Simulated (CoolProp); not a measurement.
Vapour-liquid equilibrium of acetone (1) + benzene (2) at 193.75 °C; x and y are mole fractions of (1).

Values from CoolProp's multi-fluid Helmholtz-energy mixture model, Lemmon 2006 and Thol 2012; pair parameters Bell 2016.

Give the bubble pressure and the first vapour's composition at x = 0.125, 0.35, 0.8. Is there an azeotrope?

x = 0.125: 1.486 MPa, y = 0.205; x = 0.35: 1.780 MPa, y = 0.465; x = 0.8: 2.285 MPa, y = 0.845. No azeotrope shows between x = 0.05 and 0.95.

Pair parameters are fitted to limited data, so mixtures are less certain than the pure fluids.
